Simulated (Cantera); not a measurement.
# Thermodynamics of silicon nitride deposition, feed SiHCl₃ + N₂ + NH₃

Feed: 1 mol SiHCl₃, 2.5 mol N₂, 4.1 mol NH₃, at 8.80 Pa.

Method: chemical equilibrium by Gibbs-energy minimisation in Cantera with the NASA 1993 tables (ideal gas, pure condensed phases). Candidate condensed phases: NH₄Cl, Si, Si₃N₄; 28 gas species. The tables' values for SiCl₃, SiCl are old estimates; treat these amounts as uncertain. Kinetics and transport are ignored.

```
T (°C)   x H₂   x N₂   x HCl   x SiCl₂       x H   x SiCl₄      x Si   x SiCl₃  n Si₃N₄(s)  n Si(s)
------  -----  -----  ------  --------  --------  --------  --------  --------  ----------  -------
500     0.432  0.324   0.242   1.33e-9  6.36e-11   0.00178    <1e-12   1.28e-7       0.326        0
600     0.430  0.323   0.245   1.57e-7   3.27e-9   0.00101    <1e-12   1.64e-6       0.329        0
700     0.429  0.323   0.247   6.87e-6   7.55e-8  0.000638    <1e-12   1.24e-5       0.331        0
800     0.429  0.323   0.247  0.000146   9.78e-7  0.000439    <1e-12   6.33e-5       0.331        0
900     0.430  0.324   0.244   0.00177   8.24e-6  0.000302  3.18e-11  0.000233       0.324        0
1000    0.438  0.329   0.221    0.0119   5.03e-5  0.000152   8.42e-9  0.000526       0.282        0
1100    0.456  0.340   0.165    0.0379  0.000240   3.45e-5   9.66e-7  0.000531       0.175        0
1200    0.475  0.353   0.104    0.0664  0.000930   4.04e-6   5.75e-5  0.000280      0.0527        0
1300    0.472  0.357  0.0976    0.0684   0.00298   8.11e-7  0.000625  0.000145           0    0.115
```
x: gas mole fraction; n: condensed amount in mol.

From 500 °C to 1200 °C the condensed part is Si₃N₄(s). At 1300 °C the condensed part is Si(s). The main Si-bearing gas is SiCl₄ at 500 °C and SiCl₂ at 1300 °C.
